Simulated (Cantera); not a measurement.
# Silicon carbide growth: SiCl4 + C2H4 + H2 + C3H8

Charge: 1 mol SiCl4, 0.29 mol C2H4, 10 mol H2, 0.0037 mol C3H8, equilibrated at 0.00340 bar.

Method: chemical equilibrium by Gibbs-energy minimisation in Cantera with the NASA 1993 tables (ideal gas, pure condensed phases). Candidate condensed phases: C, C6H6, C7H8, C8H18, Si, SiC; 109 gas species. The tables' values for SiCl, SiCl3 are old estimates; treat these amounts as uncertain. Gases not in the tables: Si2H6 and higher silanes. The numbers say what is thermodynamically allowed, not how fast it happens.

From 1200 K to 2200 K the condensed part is SiC(s). From 2300 K to 2500 K the condensed part is C(graphite). The main Si-bearing gas is SiCl4 at 1200 K and Si at 2500 K.

```json
[
 {"T (K)": "1200", "x H2": "0.748", "x H": "2.93e-6", "x HCl": "0.219", "x Cl": "7.43e-7", "x Si": "2.87e-11", "x SiCl2": "0.0106", "x SiCl4": "0.0165", "x SiC2": "<1e-12", "n SiC(s)": "0.591", "n C(graphite)": "0"},
 {"T (K)": "1300", "x H2": "0.727", "x H": "1.62e-5", "x HCl": "0.240", "x Cl": "4.51e-6", "x Si": "1.39e-9", "x SiCl2": "0.0232", "x SiCl4": "0.00459", "x SiC2": "<1e-12", "n SiC(s)": "0.591", "n C(graphite)": "0"},
 {"T (K)": "1400", "x H2": "0.719", "x H": "7.07e-5", "x HCl": "0.249", "x Cl": "2.02e-5", "x Si": "2.76e-8", "x SiCl2": "0.0290", "x SiCl4": "0.000891", "x SiC2": "<1e-12", "n SiC(s)": "0.591", "n C(graphite)": "0"},
 {"T (K)": "1500", "x H2": "0.716", "x H": "0.000255", "x HCl": "0.251", "x Cl": "7.22e-5", "x Si": "3.39e-7", "x SiCl2": "0.0309", "x SiCl4": "0.000182", "x SiC2": "2.63e-12", "n SiC(s)": "0.591", "n C(graphite)": "0"},
 {"T (K)": "1600", "x H2": "0.715", "x H": "0.000788", "x HCl": "0.252", "x Cl": "0.000219", "x Si": "2.97e-6", "x SiCl2": "0.0316", "x SiCl4": "4.37e-5", "x SiC2": "1.19e-10", "n SiC(s)": "0.591", "n C(graphite)": "0"},
 {"T (K)": "1700", "x H2": "0.713", "x H": "0.00213", "x HCl": "0.251", "x Cl": "0.000585", "x Si": "2.01e-5", "x SiCl2": "0.0319", "x SiCl4": "1.23e-5", "x SiC2": "3.43e-9", "n SiC(s)": "0.591", "n C(graphite)": "0"},
 {"T (K)": "1800", "x H2": "0.711", "x H": "0.00518", "x HCl": "0.251", "x Cl": "0.00140", "x Si": "0.000109", "x SiCl2": "0.0318", "x SiCl4": "3.93e-6", "x SiC2": "6.78e-8", "n SiC(s)": "0.591", "n C(graphite)": "0"},
 {"T (K)": "1900", "x H2": "0.704", "x H": "0.0114", "x HCl": "0.249", "x Cl": "0.00304", "x Si": "0.000486", "x SiCl2": "0.0311", "x SiCl4": "1.39e-6", "x SiC2": "9.88e-7", "n SiC(s)": "0.590", "n C(graphite)": "0"},
 {"T (K)": "2000", "x H2": "0.692", "x H": "0.0232", "x HCl": "0.246", "x Cl": "0.00615", "x Si": "0.00178", "x SiCl2": "0.0292", "x SiCl4": "5.28e-7", "x SiC2": "1.15e-5", "n SiC(s)": "0.588", "n C(graphite)": "0"},
 {"T (K)": "2100", "x H2": "0.669", "x H": "0.0437", "x HCl": "0.243", "x Cl": "0.0117", "x Si": "0.00515", "x SiCl2": "0.0249", "x SiCl4": "2.02e-7", "x SiC2": "0.000117", "n SiC(s)": "0.576", "n C(graphite)": "0"},
 {"T (K)": "2200", "x H2": "0.629", "x H": "0.0766", "x HCl": "0.236", "x Cl": "0.0209", "x Si": "0.0120", "x SiCl2": "0.0189", "x SiCl4": "7.31e-8", "x SiC2": "0.00108", "n SiC(s)": "0.511", "n C(graphite)": "0"},
 {"T (K)": "2300", "x H2": "0.567", "x H": "0.125", "x HCl": "0.206", "x Cl": "0.0326", "x Si": "0.0361", "x SiCl2": "0.0172", "x SiCl4": "2.88e-8", "x SiC2": "0.00499", "n SiC(s)": "0", "n C(graphite)": "0.336"},
 {"T (K)": "2400", "x H2": "0.498", "x H": "0.192", "x HCl": "0.190", "x Cl": "0.0524", "x Si": "0.0419", "x SiCl2": "0.00761", "x SiCl4": "6.70e-9", "x SiC2": "0.00805", "n SiC(s)": "0", "n C(graphite)": "0.209"},
 {"T (K)": "2500", "x H2": "0.420", "x H": "0.279", "x HCl": "0.160", "x Cl": "0.0753", "x Si": "0.0424", "x SiCl2": "0.00273", "x SiCl4": "1.16e-9", "x SiC2": "0.0110", "n SiC(s)": "0", "n C(graphite)": "0.0493"}
]
```
x: gas mole fraction; n: condensed amount in mol.
